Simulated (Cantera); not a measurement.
# Adiabatic ignition

An adiabatic, constant-volume homogeneous reactor starts with CH3OH : O2 : N2 = 1 : 1.15 : 4.34 (molar parts), at 1400 K and 9.87 atm.

Cantera simulation using GRI-Mech 3.0 (53 species, 325 reactions); the numbers are that mechanism's predictions, not measurements. GRI-Mech 3.0 was tuned for natural gas; its chemistry of methanol as a main component is partial and can be far from experiment. Above 3000 K some thermodynamic fits are extrapolated.

```json
[
 {"t (s)": "3.00e-6", "T (K)": "1400", "P (bar)": "10.0", "x CH3OH": "0.154", "x O2": "0.177", "x H2O": "1.50e-5", "x H2": "1.10e-5", "x H": "2.03e-8"},
 {"t (s)": "7.84e-6", "T (K)": "1400", "P (bar)": "10.0", "x CH3OH": "0.154", "x O2": "0.177", "x H2O": "4.29e-5", "x H2": "3.28e-5", "x H": "2.60e-8"},
 {"t (s)": "2.05e-5", "T (K)": "1400", "P (bar)": "10.0", "x CH3OH": "0.154", "x O2": "0.177", "x H2O": "0.000185", "x H2": "0.000132", "x H": "5.76e-8"},
 {"t (s)": "5.36e-5", "T (K)": "1408", "P (bar)": "10.1", "x CH3OH": "0.150", "x O2": "0.175", "x H2O": "0.00250", "x H2": "0.00141", "x H": "5.07e-7"},
 {"t (s)": "0.000140", "T (K)": "3076", "P (bar)": "25.4", "x CH3OH": "<1e-12", "x O2": "0.00435", "x H2O": "0.217", "x H2": "0.0378", "x H": "0.00770"},
 {"t (s)": "0.000366", "T (K)": "3073", "P (bar)": "25.4", "x CH3OH": "<1e-12", "x O2": "0.00423", "x H2O": "0.217", "x H2": "0.0380", "x H": "0.00766"},
 {"t (s)": "0.000958", "T (K)": "3073", "P (bar)": "25.4", "x CH3OH": "<1e-12", "x O2": "0.00423", "x H2O": "0.217", "x H2": "0.0380", "x H": "0.00766"},
 {"t (s)": "0.00250", "T (K)": "3073", "P (bar)": "25.4", "x CH3OH": "<1e-12", "x O2": "0.00423", "x H2O": "0.217", "x H2": "0.0380", "x H": "0.00766"},
 {"t (s)": "0.00655", "T (K)": "3073", "P (bar)": "25.4", "x CH3OH": "<1e-12", "x O2": "0.00423", "x H2O": "0.217", "x H2": "0.0380", "x H": "0.00766"},
 {"t (s)": "0.0171", "T (K)": "3073", "P (bar)": "25.4", "x CH3OH": "<1e-12", "x O2": "0.00423", "x H2O": "0.217", "x H2": "0.0380", "x H": "0.00766"},
 {"t (s)": "0.0448", "T (K)": "3073", "P (bar)": "25.4", "x CH3OH": "<1e-12", "x O2": "0.00423", "x H2O": "0.217", "x H2": "0.0380", "x H": "0.00766"},
 {"t (s)": "0.117", "T (K)": "3073", "P (bar)": "25.4", "x CH3OH": "<1e-12", "x O2": "0.00423", "x H2O": "0.217", "x H2": "0.0380", "x H": "0.00766"},
 {"t (s)": "0.306", "T (K)": "3073", "P (bar)": "25.4", "x CH3OH": "<1e-12", "x O2": "0.00423", "x H2O": "0.217", "x H2": "0.0380", "x H": "0.00766"},
 {"t (s)": "0.800", "T (K)": "3073", "P (bar)": "25.4", "x CH3OH": "<1e-12", "x O2": "0.00423", "x H2O": "0.217", "x H2": "0.0380", "x H": "0.00766"}
]
```
x: mole fraction; the columns are a selection and need not sum to one.

The time of steepest temperature rise is 78.5 µs and the temperature at 0.800 s is 3073 K. The equilibrium temperature comes out as 3073 K, the x(CH3OH) at 0.800 s is <1e-12 (gas-phase equilibrium <1e-12) and the x(O2) at 0.800 s is 0.00423 (gas-phase equilibrium 0.00423). The x(H2O) at 0.800 s is 0.217 (gas-phase equilibrium 0.217).
